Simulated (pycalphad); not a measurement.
Phase fractions of Hf-1.183C (wt.%)

Computed with pycalphad from the COST 507 light-alloy database (1999), at 1 atm. The data set is of 1999 and partly superseded. Phase fractions are per mole of atoms. Kinetics are ignored, which matters at the lower temperatures.

| T (°C) | LIQUID | FCC_A1 | HCP_A3 |
|---|---|---|---|
| 3027 | 0.881 | 0.119 | - |
| 2927 | 0.834 | 0.166 | - |
| 2827 | 0.794 | 0.206 | - |
| 2727 | 0.760 | 0.240 | - |
| 2627 | 0.731 | 0.269 | - |
| 2527 | 0.704 | 0.296 | - |
| 2427 | 0.680 | 0.320 | - |
| 2327 | - | 0.094 | 0.906 |
| 2227 | - | 0.161 | 0.839 |
| 2127 | - | 0.201 | 0.799 |
| 2027 | - | 0.228 | 0.772 |
| 1927 | - | 0.248 | 0.752 |
| 1827 | - | 0.264 | 0.736 |
| 1727 | - | 0.277 | 0.723 |
| 1627 | - | ___ | ___ |
| 1527 | - | 0.298 | 0.702 |
| 1427 | - | 0.307 | 0.693 |
| 1327 | - | 0.315 | 0.685 |
| 1227 | - | 0.323 | 0.677 |
| 1127 | - | 0.330 | 0.670 |
| 1027 | - | 0.336 | 0.664 |
| 927 | - | 0.342 | 0.658 |
| 827 | - | ___ | ___ |
| 727 | - | 0.354 | 0.646 |
| 627 | - | 0.359 | 0.641 |
| 527 | - | 0.364 | 0.636 |
| 427 | - | 0.369 | 0.631 |
| 327 | - | 0.374 | 0.626 |
| 227 | - | 0.378 | 0.622 |

Question: What belongs in the gaps?

Answer: 
- 1627, FCC_A1: 0.288
- 1627, HCP_A3: 0.712
- 827, FCC_A1: 0.348
- 827, HCP_A3: 0.652

FCC_A1 is fcc; HCP_A3 is hcp. The fcc model also describes the rock-salt carbide or nitride (TiC, TiN, HfC).
